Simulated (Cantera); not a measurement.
Mixture: CH4 : CO : O2 : N2 = 1 : 0.25 : 2.12 : 7.99 (molar parts), at 0.809 atm, adiabatic and at constant volume. Ignition delay is the time to a rise of 400 K.

Computed with Cantera and GRI-Mech 3.0 (53 species, 325 reactions).

Predict: delay at 1225 K; delay at 1300 K; delay at 1375 K; delay at 1450 K; delay at 1525 K; delay at 1600 K; apparent activation energy between 1450 and 1600 K.


- delay at 1225 K: 40.8 ms
- delay at 1300 K: 14.1 ms
- delay at 1375 K: 5.35 ms
- delay at 1450 K: 2.23 ms
- delay at 1525 K: 1.03 ms
- delay at 1600 K: 0.526 ms
- apparent activation energy between 1450 and 1600 K: 190 kJ/mol
